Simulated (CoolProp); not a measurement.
Vapour-liquid equilibrium of methanol (1) + benzene (2) at 104.25 °C; x and y are mole fractions of (1).

Model: multi-fluid Helmholtz-energy mixture model, de Reuck 1993 and Thol 2012; pair parameters Bell 2016, in CoolProp.

```
x     bubble pressure (MPa)  y at the bubble point  dew pressure at overall composition x (MPa)  liquid density (mol/L)
----  ---------------------  ---------------------  -------------------------------------------  ----------------------
0.05                 0.2743                  0.265                                       0.2128                   10.30
0.2                  0.3809                  0.506                                       0.2535                   11.15
0.35                 0.4181                  0.577                                       0.3061                   12.22
0.5                  0.4340                  0.621                                       0.3778                   13.60
0.65                 0.4420                  0.675                                       0.4395                   15.39
0.8                  0.4392                  0.766                                       0.4354                   17.72
0.95                 0.4165                  0.925                                       0.4123                   20.79
```

y crosses x between x = 0.65 and 0.8: the model has an azeotrope there.

Pair parameters are fitted to limited data, so mixtures are less certain than the pure fluids. With so large a gap from Raoult's law the liquid may split in two, which this calculation doesn't test in full.
